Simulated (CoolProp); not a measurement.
Vapour-liquid equilibrium of R125 (1) + R227EA (2) at 5.29 bar; x and y are mole fractions of (1).

The numbers come from the multi-fluid Helmholtz-energy mixture model, Lemmon 2005 and Lemmon 2016; pair parameters Bell 2016 in CoolProp.

**Question.** Give the bubble temperature and the first vapour's composition at x = 0.2, 0.725, 0.8. Is there an azeotrope?

**Answer.** x = 0.2: 292.7 K, y = 0.390; x = 0.725: 273.0 K, y = 0.883; x = 0.8: 270.9 K, y = 0.920. No azeotrope shows between x = 0.05 and 0.95.

The pair parameters rest on a limited set of measurements; away from them the model extrapolates.
